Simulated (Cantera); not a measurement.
A Cantera script and what it prints.

```python
import numpy as np
import cantera as ct

gas_names = """
    H H2 N NH NH2 NH3 N2 N2H2 N2H4 Si SiH SiH2 SiH3 SiH4 SiN Si2 Si2N Si3
""".split()
cond_names = """
    Si(cr) Si(L) Si3N4(a)
""".split()


def load(file, names, dense=False):
    # The tables refer to 1 bar. Condensed volumes are neglected.
    table = {s.name: s for s in ct.Species.list_from_file(file)}
    out = []
    for n in names:
        d = dict(table[n].input_data)
        d["thermo"] = dict(d["thermo"], **{"reference-pressure": 1e5})
        if dense:
            d["equation-of-state"] = {"model": "constant-volume", "density": "1e6 g/cm^3"}
        out.append(ct.Species.from_dict(d))
    return out


gas = ct.Solution(thermo="ideal-gas", species=load("nasa_gas.yaml", gas_names))
cond = {s.name: ct.Solution(thermo="fixed-stoichiometry", species=[s], name=s.name)
        for s in load("nasa_condensed.yaml", cond_names, dense=True)}
atoms = {
    'trisilylamine': {'Si': 3, 'N': 1, 'H': 9},
    'NH3': {'N': 1, 'H': 3},
}
top_T = {'Si3N4(a)': 2400}  # K; cautious upper limits of use, not melting points


def equilibrate(T, P, feed):
    n = {}
    for name, mol in feed.items():
        for a, k in atoms[name].items():
            n[a] = n.get(a, 0.0) + k * mol
    gas.TPX = T, P, n
    mass = sum(n.values()) * gas.mean_molecular_weight
    gas.equilibrate("TP")
    valid = [c for c in cond.values() if c.min_temp <= T <= top_T.get(c.name, c.max_temp)]
    mix = ct.Mixture([(gas, mass / gas.mean_molecular_weight)] + [(c, 0.0) for c in valid])
    mix.T, mix.P = T, P
    mix.equilibrate("TP", solver="vcs", rtol=1e-11, max_steps=5000)
    return mix


results = []
feed = {'trisilylamine': 1, 'NH3': 0.31}  # mol
P = 55000  # Pa
for T in [1525, 1575, 1625, 1675, 1725, 1775, 1825, 1875, 1925, 1975, 2025, 2075]:
    mix = equilibrate(T, P, feed)
    results.append((T, P, feed, dict(zip(mix.species_names, mix.species_moles))))

top = {s: max(r[3][s] / sum(r[3][g] for g in gas_names) for r in results) for s in gas_names}
cols = sorted((s for s in top if top[s] > 1e-06), key=lambda s: -top[s])[:6]
seen = [c for c in cond_names if any(r[3].get(c, 0) > 1e-12 for r in results)]
print("log10 of partial pressures in bar; condensed amounts in mol")
print(f"{'T/K':>10s}" + "".join(f"{s[:9]:>10s}" for s in cols + seen))
for T, P, feed, n in results:
    ng = sum(n[g] for g in gas_names)
    print(f"{T:10.4g}" + "".join(f"{np.log10(max(n[s] / ng * P / 1e5, 1e-99)):10.3f}" for s in cols)
          + "".join(f"{n.get(c, 0):10.4g}" for c in seen))
```

Output:

```
log10 of partial pressures in bar; condensed amounts in mol
       T/K        H2        N2         H        Si      SiH2       SiH    Si(cr)     Si(L)  Si3N4(a)
      1525    -0.260    -4.114    -4.756    -7.724    -5.947    -7.392     2.019         0    0.3272
      1575    -0.260    -3.714    -4.511    -7.241    -5.685    -6.993      2.02         0    0.3266
      1625    -0.260    -3.340    -4.282    -6.788    -5.440    -6.619     2.024         0    0.3254
      1675    -0.261    -2.988    -4.065    -6.363    -5.210    -6.268     2.031         0    0.3229
      1725    -0.262    -2.611    -3.862    -5.993    -5.025    -5.969         0     2.051    0.3164
      1775    -0.264    -2.235    -3.671    -5.659    -4.866    -5.702         0     2.097    0.3009
      1825    -0.270    -1.881    -3.491    -5.342    -4.719    -5.451         0       2.2    0.2666
      1875    -0.283    -1.546    -3.325    -5.043    -4.587    -5.218         0     2.424    0.1919
      1925    -0.310    -1.229    -3.174    -4.759    -4.476    -5.004         0     2.913   0.02869
      1975    -0.314    -1.194    -3.021    -4.490    -4.351    -4.790         0     2.999         0
      2025    -0.315    -1.194    -2.873    -4.235    -4.228    -4.586         0     2.998         0
      2075    -0.315    -1.194    -2.732    -3.992    -4.111    -4.392         0     2.998         0
```

Method: chemical equilibrium by Gibbs-energy minimisation in Cantera with the NASA 1993 tables (ideal gas, pure condensed phases). The feed counts by its element totals alone. Mutual solubility and eutectic melting of coexisting phases are not modelled. The tables' values for SiN are old estimates; treat these amounts as uncertain. Gases not in the tables: Si2H6 and higher silanes.
